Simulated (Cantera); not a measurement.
Cantera run, input and output.

```python
import numpy as np
import cantera as ct

gas = ct.Solution("gri30.yaml", transport_model="mixture-averaged")
show = ['CH4', 'OH', 'H2O']

rows = []
print(f"{'T/K':>7s}{'rho':>11s}{'cp':>10s}{'mu':>11s}{'lambda':>11s}{'Pr':>7s}" + "".join(f"{'D_' + s:>11s}" for s in show))
for T in [400, 500, 600, 700, 800, 900, 1000, 1100, 1200]:
    gas.TPX = T, 54, {'C2H2': 0.84}
    Pr = gas.cp_mass * gas.viscosity / gas.thermal_conductivity
    D = [gas.mix_diff_coeffs_mole[gas.species_index(s)] for s in show]
    rows.append([gas.density, gas.cp_mass, gas.viscosity, gas.thermal_conductivity, Pr, *D])
    print(f"{T:7g}{gas.density:11.4e}{gas.cp_mass:10.1f}{gas.viscosity:11.4e}"
          f"{gas.thermal_conductivity:11.4e}{Pr:7.3f}" + "".join(f"{d:11.4e}" for d in D))
print("SI units: kg/m3, J/kg/K, Pa s, W/m/K, m2/s")
```

Output:

```
    T/K        rho        cp         mu     lambda     Pr      D_CH4       D_OH      D_H2O
    400 4.2277e-04    1930.6 1.3577e-05 3.5701e-02  0.734 5.6264e-02 7.8706e-02 5.6670e-02
    500 3.3822e-04    2101.4 1.6352e-05 4.6608e-02  0.737 8.3934e-02 1.1624e-01 8.7364e-02
    600 2.8185e-04    2231.7 1.8878e-05 5.7189e-02  0.737 1.1567e-01 1.5913e-01 1.2342e-01
    700 2.4158e-04    2339.5 2.1213e-05 6.7536e-02  0.735 1.5118e-01 2.0699e-01 1.6439e-01
    800 2.1139e-04    2436.0 2.3397e-05 7.7686e-02  0.734 1.9021e-01 2.5955e-01 2.0988e-01
    900 1.8790e-04    2526.1 2.5458e-05 8.7652e-02  0.734 2.3260e-01 3.1658e-01 2.5962e-01
   1000 1.6911e-04    2608.1 2.7416e-05 9.7440e-02  0.734 2.7818e-01 3.7788e-01 3.1337e-01
   1100 1.5374e-04    2683.4 2.9287e-05 1.0705e-01  0.734 3.2684e-01 4.4330e-01 3.7091e-01
   1200 1.4092e-04    2751.7 3.1084e-05 1.1649e-01  0.734 3.7845e-01 5.1269e-01 4.3209e-01
SI units: kg/m3, J/kg/K, Pa s, W/m/K, m2/s
```

Computed with Cantera and GRI-Mech 3.0 (53 species, 325 reactions). The composition is frozen, though it would react at the higher temperatures.
